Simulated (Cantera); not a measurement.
A perfectly stirred reactor is fed with 8.00 % H2, 92.0 % O2, equivalence ratio 0.043, at 20.0 Torr; it is held at 1125 K, and followed from long to short residence time.

Cantera simulation using GRI-Mech 3.0 (53 species, 325 reactions); the numbers are that mechanism's predictions, not measurements. Radical loss at walls, strong at low pressure, is not modelled. The temperature is held fixed by assumption; the heat of reaction is taken as removed at once.

x: mole fraction; the columns are a selection and need not sum to one.

```tsv
τ (s)	x H2	x O2	x H2O	x OH	x O	x H2O2
2.5	0.000134	0.916	0.0829	0.000468	0.000550	1.75e-7
0.74	(withheld)	0.915	0.0826	(withheld)	(withheld)	(withheld)
0.22	0.000572	0.913	0.0819	0.00108	0.00262	2.90e-7
0.068	0.00113	0.910	0.0806	0.00163	0.00531	3.50e-7
0.020	0.00229	0.904	0.0776	0.00249	0.0104	4.11e-7
0.0062	0.00453	0.895	0.0720	0.00362	0.0173	4.71e-7
0.0019	0.00936	0.887	0.0624	0.00495	0.0230	5.59e-7
0.00056	(withheld)	0.886	(withheld)	(withheld)	0.0218	(withheld)
0.00017	0.0481	0.900	0.0242	0.00501	0.0121	5.69e-7
```

Task: Some entries are withheld; supply them.

Result: 
- 0.74, x H2: 0.000280
- 0.74, x OH: 0.000709
- 0.74, x O: 0.00122
- 0.74, x H2O2: 2.31e-7
- 0.00056, x H2: 0.0212
- 0.00056, x H2O: 0.0476
- 0.00056, x OH: 0.00606
- 0.00056, x H2O2: 6.85e-7
